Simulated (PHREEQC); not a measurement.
PHREEQC input (Pitzer model, pitzer.dat):

```
SOLUTION 1
  temp 25
  units mol/kgw
  pH 7 charge
  S(6) 0.2827
  K 0.0172
  Mg 0.0041
  Na 0.595
  Cl 0.055
END
USE solution 1
INCREMENTAL_REACTIONS false
REACTION 1
  H2O -1
  0 9.886 18.011 24.689 30.178 34.689 38.397 41.444
  43.949 46.007 47.699 49.089 50.232 51.172 51.944 52.578
  53.1 moles
EQUILIBRIUM_PHASES 1
  Arcanite 0 0
  Bischofite 0 0
  Bloedite 0 0
  Brucite 0 0
  Carnallite 0 0
  Epsomite 0 0
  Glaserite 0 0
  Halite 0 0
  Hexahydrite 0 0
  Kainite 0 0
  Kieserite 0 0
  Leonite 0 0
  Mirabilite 0 0
  Misenite 0 0
  Schoenite 0 0
  Sylvite 0 0
  Thenardite 0 0
  MgCl2_4H2O 0 0
SELECTED_OUTPUT 1
  -reset false
  -pH true
  -pe true
  -ionic_strength true
  -water true
  -activities H2O
  -totals Cl K Mg Na S
  -molalities H+ Na+ K+ Mg+2 Cl- SO4-2 OH- HSO4- MgOH+
  -equilibrium_phases Arcanite Bischofite Bloedite Brucite Carnallite Epsomite Glaserite Halite Hexahydrite Kainite
    Kieserite Leonite Mirabilite Misenite Schoenite Sylvite Thenardite MgCl2_4H2O
PRINT
  -reset false
END
```

Selected output (columns that matter, 12 of 17 rows; water left (kg) added in front):

```
water left (kg)	pH	mu	Cl	K	Mg	Na	S	m_H+	m_Na+	m_K+	m_Mg+2	la_H2O	Mirabilite	Thenardite
1	7.2795	0.9072	0.055	0.0172	0.0041	0.595	0.2827	1.0337e-07	0.595	0.0172	0.0041	-0.0055244	0	0
0.821894	7.2866	1.1038	0.066919	0.020927	0.0049885	0.72394	0.34396	1.0493e-07	0.72394	0.020927	0.0049884	-0.0066188	0	0
0.555203	7.2963	1.634	0.099063	0.03098	0.0073847	1.0717	0.50918	1.0779e-07	1.0717	0.03098	0.0073846	-0.0094953	0	0
0.456313	7.2983	1.9881	0.12053	0.037693	0.0089851	1.3039	0.61953	1.087e-07	1.3039	0.037693	0.008985	-0.01138	0	0
0.30824	7.2941	2.9432	0.17843	0.055801	0.013301	1.9303	0.91714	1.08e-07	1.9303	0.055801	0.013301	-0.016436	0	0
0.253345	7.2863	3.5809	0.2171	0.067892	0.016183	2.3486	1.1159	1.0555e-07	2.3486	0.067892	0.016183	-0.019861	0	0
0.171138	7.2508	5.301	0.32138	0.1005	0.023957	3.4767	1.6519	9.4176e-08	3.4767	0.1005	0.023957	-0.029608	0	0
0.138398	7.2158	6.2835	0.39741	0.12428	0.029625	4.1182	1.9521	8.6449e-08	4.1182	0.12428	0.029624	-0.035845	0.012528	0
0.0682974	7.064	6.7677	0.8053	0.25184	0.060032	4.3683	1.9674	9.1809e-08	4.3683	0.25184	0.060031	-0.043721	0.14833	0
0.0425509	6.9032	7.4143	1.2926	0.40422	0.096355	4.7126	2.0085	9.3254e-08	4.7126	0.40422	0.096354	-0.054225	0.19724	0
0.0205274	6.5053	9.8806	2.6793	0.8379	0.19973	6.1097	2.3339	7.2722e-08	6.1097	0.8379	0.19973	-0.093973	0.17888	0.05591
0.0205274	6.5053	9.8806	2.6793	0.8379	0.19973	6.1097	2.3339	7.2722e-08	6.1097	0.8379	0.19973	-0.093973	0.12668	0.10811
```
